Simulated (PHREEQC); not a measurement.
0.052 g of hydrous ferric oxide (600 m²/g; 0.2 weak and 0.005 strong sites per Fe, Dzombak-Morel constants, diffuse double layer) in 1 kg of water with 0.005 mol/kgw of an inert sodium salt and 0.016 mmol/kgw NiCl2, at 25 °C; the pH is set by adding NaOH or the inert anion's acid. O2 is buffered at 0.21 atm. The system is closed to CO2. Precipitation was switched off in this run.

The numbers come from PHREEQC with the ion-association model, wateq4f.dat.

Q: Predict Ni sorbed (%), surface charge σ (C/m²) at pH = 5.5, 6.5.

A: 
```tsv
pH	Ni sorbed (%)	surface charge σ (C/m²)
5.5	0.6	0.060
6.5	13.3	0.023
```

Species that the database lacks are ignored. The oxide is taken as insoluble; below pH 4 it would dissolve.
